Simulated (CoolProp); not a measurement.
Vapour-liquid equilibrium of R134a (1) + methanol (2) at 0.00992 MPa; x and y are mole fractions of (1).

Values from CoolProp's multi-fluid Helmholtz-energy mixture model, Tillner-Roth 1994 and de Reuck 1993; pair parameters Bell 2016.

| x | bubble temperature, mixture model (K) | bubble temperature, Raoult's law (K) | y, mixture model | y, Raoult's law |
|---|---|---|---|---|
| 0.05 | 228.5 | 258.9 | 0.987 | 0.851 |
| 0.125 | 217.4 | 241.1 | 0.996 | 0.965 |
| 0.2 | 214.1 | 232.3 | 0.997 | 0.985 |
| 0.275 | 212.7 | 226.6 | 0.998 | 0.992 |
| 0.35 | 212.1 | 222.4 | 0.998 | 0.995 |
| 0.425 | 211.6 | 219.2 | 0.998 | 0.997 |
| 0.5 | 211.2 | 216.6 | 0.998 | 0.998 |
| 0.575 | 210.8 | 214.4 | 0.998 | 0.999 |
| 0.65 | 210.2 | 212.5 | 0.998 | 0.999 |
| 0.725 | 209.5 | 210.9 | 0.999 | 0.999 |
| 0.8 | 208.7 | 209.4 | 0.999 | 1.000 |
| 0.875 | 207.9 | 208.1 | 0.999 | 1.000 |
| 0.95 | 206.9 | 206.9 | 1.000 | 1.000 |

The largest gap from Raoult's law is -30.4 K in bubble temperature, at x = 0.05. No azeotrope shows between x = 0.05 and 0.95.

The pair parameters rest on a limited set of measurements; away from them the model extrapolates. With so large a gap from Raoult's law the liquid may split in two, which this calculation doesn't test in full.
